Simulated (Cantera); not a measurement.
Feed: 1 mol AlN, 0.8 mol Cl2, 0.51 mol N2, equilibrated at 1448 K and 105 Torr.

These are equilibrium values from Cantera (NASA tables, ideal gas, pure condensed phases), not measurements of a reactor. Candidate condensed phases: Al, AlCl3, AlN; 11 gas species. The tables' values for AlCl2 are old estimates; treat these amounts as uncertain. Kinetics and transport are ignored.

Base state: N2 0.592, AlCl3 0.402, AlCl2 0.00498, AlCl 0.000588, Al2Cl6 3.52e-5 (mole fractions); condensed: AlN(s).

### Question
What changes in the equilibrium state with this change: temperature from 1448 K to 825 K?

### Answer
```json
[
 {"species": "N2", "before": "0.592", "after": "0.613"},
 {"species": "AlCl3", "before": "0.402", "after": "0.353"},
 {"species": "Al2Cl6", "before": "3.52e-5", "after": "0.0340"},
 {"species": "AlCl2", "before": "0.00498", "after": "8.38e-9"},
 {"species": "AlCl", "before": "0.000588", "after": "<1e-9"},
 {"species": "AlN(s), mol", "before": "0.464", "after": "0.467"}
]
```
